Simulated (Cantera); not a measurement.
Feed: 1 mol CH4, 2.1 mol H2, at 1448.15 K and 1000 Pa.

These are equilibrium values from Cantera (NASA tables, ideal gas, pure condensed phases), not measurements of a reactor. Candidate condensed phases: C, C6H6, C7H8, C8H18; 76 gas species. Equilibrium is a limit: real reactors are often held back by kinetics, nucleation or transport.

Base state: H2 1.000, H 9.23e-5, CH4 3.33e-5 (mole fractions); condensed: C(graphite).

Question: What changes in the equilibrium state with this change: pressure from 1000 Pa to 2500000 Pa?

Answer: 
```csv
species,before,after
H2,1.000,0.928
CH4,3.33e-5,0.0718
C2H4,2.32e-8,5.00e-5
H,9.23e-5,1.78e-6
C2H6,<1e-9,1.53e-5
"C(graphite), mol",1.000,0.725
```

Question: What changes in the equilibrium state with this change: temperature from 1448.15 K to 525 K?

Answer: 
```
species            before  after
----------------  -------  -----
H2                  1.000  0.677
CH4               3.33e-5  0.323
H                 9.23e-5  <1e-9
C(graphite), mol    1.000      0
```
